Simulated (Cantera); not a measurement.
**Ignition delay**

Mixture: H2 : O2 : N2 = 1 : 1.22 : 4.59 (molar parts), equivalence ratio 0.41, at 35.5 atm, adiabatic and at constant volume. Ignition delay is the time to a rise of 400 K.

Detailed kinetics in Cantera: GRI-Mech 3.0 (53 species, 325 reactions). The hydrogen kinetics of GRI-Mech 3.0 are dated; newer H2 mechanisms differ, most at raised pressure. The pressure lies above the range GRI-Mech 3.0 was tuned for (to about 10 atm).

```csv
T0 (K),delay (ms)
1073,1.49
1173,0.245
1273,0.0465
1373,0.00803
1473,0.00123
1573,0.000510
```
